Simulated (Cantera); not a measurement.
Cantera run:

```python
import numpy as np
import cantera as ct

gas_names = """
    CL CL2 H HCL H2 Si SiCL SiCL2 SiCL3 SiCL4 SiH SiHCL3 SiH2 SiH2CL2 SiH3 SiH3CL SiH4 Si2 Si3
""".split()
cond_names = """
    Si(cr) Si(L)
""".split()


# ... load() reads the species with a 1 bar reference pressure and builds the phases ...
atoms = {
    'Si': {'Si': 1},
    'HCl': {'H': 1, 'CL': 1},
    'H2': {'H': 2},
}
top_T = {}  # K; cautious upper limits of use, not melting points


# ... equilibrate(T, P, feed) seeds the gas with the atoms and calls Mixture.equilibrate('TP', solver="vcs", rtol=1e-11, max_steps=5000) ...
results = []
feed = {'Si': 1, 'HCl': 1.9, 'H2': 1.6}  # mol
P = 2200000  # Pa
for T in [848, 898, 948, 998, 1048, 1098, 1148]:
    mix = equilibrate(T, P, feed)
    results.append((T, P, feed, dict(zip(mix.species_names, mix.species_moles))))

top = {s: max(r[3][s] / sum(r[3][g] for g in gas_names) for r in results) for s in gas_names}
cols = sorted((s for s in top if top[s] > 0.001), key=lambda s: -top[s])[:6]
seen = [c for c in cond_names if any(r[3].get(c, 0) > 1e-12 for r in results)]
print("log10 of partial pressures in bar; condensed amounts in mol")
print(f"{'T/K':>10s}" + "".join(f"{s[:9]:>10s}" for s in cols + seen))
for T, P, feed, n in results:
    ng = sum(n[g] for g in gas_names)
    print(f"{T:10.4g}" + "".join(f"{np.log10(max(n[s] / ng * P / 1e5, 1e-99)):10.3f}" for s in cols)
          + "".join(f"{n.get(c, 0):10.4g}" for c in seen))
```

Output:

```
log10 of partial pressures in bar; condensed amounts in mol
       T/K        H2    SiHCL3     SiCL4       HCL   SiH2CL2     SiCL3    Si(cr)
       848     1.249     0.348     0.245    -1.644    -0.606    -3.039    0.4342
       898     1.249     0.342     0.248    -1.400    -0.589    -2.677    0.4351
       948     1.248     0.335     0.251    -1.183    -0.575    -2.355    0.4362
       998     1.248     0.328     0.252    -0.988    -0.563    -2.066    0.4378
      1048     1.247     0.321     0.252    -0.812    -0.554    -1.806    0.4397
      1098     1.246     0.313     0.251    -0.654    -0.546    -1.571    0.4422
      1148     1.244     0.304     0.248    -0.510    -0.541    -1.359    0.4451
```

Equilibrium computed with Cantera from the NASA thermochemical tables; the gas is ideal and each condensed phase is pure. The tables' values for SiCl3 are old estimates; treat these amounts as uncertain.
